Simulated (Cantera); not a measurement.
An isothermal, constant-pressure homogeneous reactor starts with H2 : O2 : N2 = 1.5 : 1 : 0.52 (molar parts), at 1225 K and 0.440 bar.

Cantera simulation using GRI-Mech 3.0 (53 species, 325 reactions); the numbers are that mechanism's predictions, not measurements. The temperature is held fixed by assumption; the heat of reaction is taken as removed at once.

One state of this run: x H2 = 6.54e-8; x O2 = 0.110; x H2O2 = 4.58e-9; x N2O = 2.78e-8; x H = 1.26e-10; x HO2 = 2.27e-8; x NO = 3.50e-6. x: mole fraction; the columns are a selection and need not sum to one.

Which value of t (s) does it belong to?
A) 0.440
B) 0.000484
C) 0.000227
D) 0.00469

A, 0.440
